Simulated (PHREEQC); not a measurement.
1.2 g of hydrous ferric oxide (600 m²/g; 0.2 weak and 0.005 strong sites per Fe, Dzombak-Morel constants, diffuse double layer) in 1 kg of water with 0.01 mol/kgw of an inert sodium salt, at 25 °C; the pH is set by adding NaOH or the inert anion's acid. O2 is buffered at 0.21 atm. The system is closed to CO2. Nothing may precipitate in this run.

Base run: PHREEQC, ion-association model, wateq4f.dat. Each further column changes one thing. The table gives surface charge σ (C/m²).

```csv
pH,base,background salt from 0.01 to 0.001 mol/kgw,oxide from 1.2 to 6 g/kgw,0.0011 mol/kgw MgCl2 added
4,0.220,0.131,0.234,0.233
4.67,0.145,0.073,0.154,0.157
6,0.050,0.019,0.051,0.056
6.67,0.025,0.009,0.026,0.029
7.33,0.011,0.004,0.011,0.014
8.67,-0.007,-0.003,-0.008,0.003
9.33,-0.020,-0.007,-0.020,-0.002
10,-0.041,-0.016,-0.042,-0.011
11.33,-0.132,-0.088,-0.139,-0.044
12,-0.231,-0.203,-0.238,-0.066
```
